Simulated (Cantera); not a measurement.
Input (Python, Cantera):

```python
import numpy as np
import cantera as ct

gas = ct.Solution("gri30.yaml")
gas.TPX = 1500, 1100000, {'CH4': 1, 'O2': 5.13, 'N2': 19.3}
reactor = ct.IdealGasConstPressureReactor(gas, energy="on", clone=False)
net = ct.ReactorNet([reactor])
net.rtol, net.atol = 1e-08, 1e-16
show = ['CH4', 'O2', 'CH3', 'CO2', 'HCO', 'H2O']
times = np.geomspace(2e-06, 0.1, 10)

steps = ct.SolutionArray(gas, extra=["t"])
rows = []
print(f"{'t/s':>10s}{'T/K':>9s}{'P/Pa':>11s}" + "".join(f"{s:>11s}" for s in show))
for t in times:
    while net.time < t:
        t_next = net.step()
        steps.append(gas.state, t=t_next)
    rows.append([np.interp(t, steps.t, y) for y in (steps.T, steps.P, *steps(*show).X.T)])
    print(f"{t:10.3e}{rows[-1][0]:9.1f}{rows[-1][1]:11.4g}" + "".join(f"{x:11.3e}" for x in rows[-1][2:]))
rate = np.gradient(steps.T, steps.t)
print("integrator steps:", len(steps.t))
if steps.T.max() > steps.T[0] + 200:
    print(f"time of steepest temperature rise: {steps.t[rate.argmax()]:.4e} s")
gas.TPX = 1500, 1100000, {'CH4': 1, 'O2': 5.13, 'N2': 19.3}
gas.equilibrate("HP")
print(f"equilibrium (HP): T = {gas.T:.1f} K  " + "  ".join(f"{s} {gas[s].X[0]:.3e}" for s in show))
```

Result:

```
       t/s      T/K       P/Pa        CH4         O2        CH3        CO2        HCO        H2O
 2.000e-06   1500.0    1.1e+06  3.932e-02  2.017e-01  1.192e-06  5.991e-12  8.683e-13  2.378e-07
 6.655e-06   1500.0    1.1e+06  3.932e-02  2.017e-01  5.244e-06  2.672e-10  1.359e-11  2.277e-06
 2.214e-05   1500.1    1.1e+06  3.926e-02  2.017e-01  3.435e-05  2.955e-08  4.575e-10  3.819e-05
 7.368e-05   1506.7    1.1e+06  3.784e-02  2.007e-01  1.652e-04  4.989e-06  4.278e-08  1.161e-03
 2.452e-04   2309.3    1.1e+06  1.004e-16  1.221e-01  4.750e-16  3.885e-02  3.279e-11  7.677e-02
 8.158e-04   2308.8    1.1e+06  2.332e-20  1.220e-01  1.105e-19  3.886e-02  3.259e-11  7.678e-02
 2.714e-03   2307.1    1.1e+06  1.113e-20  1.216e-01  5.267e-20  3.886e-02  3.199e-11  7.679e-02
 9.032e-03   2302.1    1.1e+06  1.033e-20  1.204e-01  4.825e-20  3.887e-02  3.029e-11  7.683e-02
 3.005e-02   2292.3    1.1e+06  8.870e-21  1.181e-01  4.035e-20  3.889e-02  2.716e-11  7.690e-02
 1.000e-01   2286.0    1.1e+06  8.029e-21  1.167e-01  3.591e-20  3.891e-02  2.532e-11  7.695e-02
integrator steps: 1721
time of steepest temperature rise: 1.2763e-04 s
equilibrium (HP): T = 2285.7 K  CH4 1.217e-20  O2 1.166e-01  CH3 5.437e-20  CO2 3.891e-02  HCO 2.523e-11  H2O 7.695e-02
```

Computed with Cantera and GRI-Mech 3.0 (53 species, 325 reactions).
